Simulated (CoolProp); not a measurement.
Saturation properties of CHF3 (R23).

Model: reference Helmholtz-energy equation of state, Penoncello 2003, in CoolProp.

```csv
T (K),p (MPa),surface tension (mN/m),liquid viscosity (µPa s)
231.4,___,9.46,___
235.8,0.7786,8.69,160
240.1,0.9071,7.95,151
244.5,1.054,7.20,___
248.8,1.215,6.48,134
253.2,1.397,5.76,___
257.5,1.595,5.08,118
261.9,1.818,4.39,111
266.2,2.058,3.74,104
270.6,2.327,3.10,96.7
```

### Question
Some entries are withheld; supply them.

### Answer

- 231.4, p (MPa): 0.6618
- 231.4, liquid viscosity (µPa s): 170
- 244.5, liquid viscosity (µPa s): 142
- 253.2, liquid viscosity (µPa s): 126

It boils at 191.1 K under 1 atm.

Viscosity comes from a separate model (Shan 2000). Surface tension comes from a separate correlation (Mulero 2012).
